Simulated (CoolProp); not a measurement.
Vapour-liquid equilibrium of R22 (1) + n-hexane (2) at 267.2 K; x and y are mole fractions of (1).

Computed with CoolProp (multi-fluid Helmholtz-energy mixture model, Kamei 1995 and Thol 2019; pair parameters Bell 2016).

| x | bubble pressure (bar) | y at the bubble point | dew pressure at overall composition x (bar) | liquid density (mol/L) |
|---|---|---|---|---|
| 0.05 | 0.3796 | 0.888 | 0.04585 | 8.128 |
| 0.125 | 0.8571 | 0.953 | 0.04977 | 8.461 |
| 0.2 | 1.288 | 0.970 | 0.05442 | 8.816 |
| 0.275 | 1.666 | 0.978 | 0.06003 | 9.196 |
| 0.35 | 1.991 | 0.983 | 0.06693 | 9.603 |
| 0.425 | 2.269 | 0.986 | 0.07561 | 10.04 |
| 0.5 | 2.511 | 0.988 | 0.08687 | 10.51 |
| 0.575 | 2.728 | 0.990 | 0.1021 | 11.03 |
| 0.65 | 2.933 | 0.991 | 0.1237 | 11.58 |
| 0.725 | 3.138 | 0.993 | 0.1570 | 12.19 |
| 0.8 | 3.356 | 0.994 | 0.2149 | 12.87 |
| 0.875 | 3.598 | 0.996 | 0.3401 | 13.61 |
| 0.95 | 3.875 | 0.998 | 0.8129 | 14.44 |

No azeotrope shows between x = 0.05 and 0.95.

Pair parameters are fitted to limited data, so mixtures are less certain than the pure fluids. With so large a gap from Raoult's law the liquid may split in two, which this calculation doesn't test in full.
